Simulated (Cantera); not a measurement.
Adiabatic ignition

An adiabatic, constant-volume homogeneous reactor starts with CH₄ : O₂ : N₂ = 1 : 1 : 3.76 (molar parts), equivalence ratio 2.0, at 1473 K and 2330 Torr.

Computed with Cantera and GRI-Mech 3.0 (53 species, 325 reactions).

```json
[
 {"t (s)": "4.00e-6", "T (K)": "1473", "P (bar)": "3.10", "x CH₄": "0.174", "x O₂": "0.174", "x HCO": "<1e-12", "x N₂O": "2.00e-12", "x CO₂": "3.03e-12", "x H₂O": "2.46e-7", "x CH₃": "2.06e-6"},
 {"t (s)": "1.53e-5", "T (K)": "1473", "P (bar)": "3.10", "x CH₄": "0.174", "x O₂": "0.174", "x HCO": "1.19e-11", "x N₂O": "2.35e-11", "x CO₂": "2.14e-10", "x H₂O": "3.10e-6", "x CH₃": "1.03e-5"},
 {"t (s)": "5.85e-5", "T (K)": "1473", "P (bar)": "3.10", "x CH₄": "0.174", "x O₂": "0.174", "x HCO": "5.38e-10", "x N₂O": "2.01e-10", "x CO₂": "2.39e-8", "x H₂O": "5.05e-5", "x CH₃": "6.00e-5"},
 {"t (s)": "0.000224", "T (K)": "1476", "P (bar)": "3.11", "x CH₄": "0.173", "x O₂": "0.173", "x HCO": "1.25e-8", "x N₂O": "1.26e-9", "x CO₂": "9.02e-7", "x H₂O": "0.000616", "x CH₃": "0.000140"},
 {"t (s)": "0.000856", "T (K)": "2798", "P (bar)": "6.95", "x CH₄": "1.42e-5", "x O₂": "2.96e-5", "x HCO": "1.02e-6", "x N₂O": "8.62e-8", "x CO₂": "0.0154", "x H₂O": "0.129", "x CH₃": "1.50e-5"},
 {"t (s)": "0.00327", "T (K)": "2783", "P (bar)": "6.93", "x CH₄": "2.23e-10", "x O₂": "3.99e-5", "x HCO": "1.04e-6", "x N₂O": "5.13e-8", "x CO₂": "0.0154", "x H₂O": "0.128", "x CH₃": "2.75e-10"},
 {"t (s)": "0.0125", "T (K)": "2783", "P (bar)": "6.93", "x CH₄": "2.23e-10", "x O₂": "3.99e-5", "x HCO": "1.04e-6", "x N₂O": "5.13e-8", "x CO₂": "0.0154", "x H₂O": "0.128", "x CH₃": "2.75e-10"},
 {"t (s)": "0.0479", "T (K)": "2783", "P (bar)": "6.93", "x CH₄": "2.23e-10", "x O₂": "3.99e-5", "x HCO": "1.04e-6", "x N₂O": "5.13e-8", "x CO₂": "0.0154", "x H₂O": "0.128", "x CH₃": "2.75e-10"},
 {"t (s)": "0.183", "T (K)": "2783", "P (bar)": "6.93", "x CH₄": "2.23e-10", "x O₂": "3.99e-5", "x HCO": "1.04e-6", "x N₂O": "5.13e-8", "x CO₂": "0.0154", "x H₂O": "0.128", "x CH₃": "2.75e-10"},
 {"t (s)": "0.700", "T (K)": "2783", "P (bar)": "6.93", "x CH₄": "2.23e-10", "x O₂": "3.99e-5", "x HCO": "1.04e-6", "x N₂O": "5.13e-8", "x CO₂": "0.0154", "x H₂O": "0.128", "x CH₃": "2.75e-10"}
]
```
x: mole fraction; the columns are a selection and need not sum to one.

```json
{
  "time_of_steepest_temperature_rise": "0.837 ms",
  "temperature at 0.700 s": "2783 K",
  "equilibrium_temperature": "2783 K",
  "x(CH₄) at 0.700 s": "2.23e-10 (gas-phase equilibrium 2.50e-10)",
  "x(O₂) at 0.700 s": "3.99e-5 (gas-phase equilibrium 3.99e-5)",
  "x(HCO) at 0.700 s": "1.04e-6 (gas-phase equilibrium 1.04e-6)"
}
```
